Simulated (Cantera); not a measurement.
Input: 1 mol H₂O, 1.2 mol H₂, equilibrated at 2423.15 K and 1.80 mbar.

Method: chemical equilibrium by Gibbs-energy minimisation in Cantera with the NASA 1993 tables (ideal gas, pure condensed phases). Candidate condensed phases: H₂O; 9 gas species. The numbers say what is thermodynamically allowed, not how fast it happens.

Base state: H₂ 0.374, H₂O 0.306, H 0.256, OH 0.0396, O 0.0181, O₂ 0.00612 (mole fractions); condensed: gas only.

### Question
What changes in the equilibrium state with this change: temperature from 2423.15 K to 2650 K?

### Answer
```json
[
 {"species": "H", "before": "0.256", "after": "0.519"},
 {"species": "H₂", "before": "0.374", "after": "0.220"},
 {"species": "H₂O", "before": "0.306", "after": "0.100"},
 {"species": "O", "before": "0.0181", "after": "0.0869"},
 {"species": "O₂", "before": "0.00612", "after": "0.0160"},
 {"species": "OH", "before": "0.0396", "after": "0.0575"}
]
```

### Question
What changes in the equilibrium state with this change: temperature from 2423.15 K to 798 K?

### Answer
| species | before | after |
|---|---|---|
| H₂ | 0.374 | 0.545 |
| H₂O | 0.306 | 0.455 |
| H | 0.256 | <1e-9 |
| OH | 0.0396 | <1e-9 |
| O | 0.0181 | <1e-9 |
| O₂ | 0.00612 | <1e-9 |
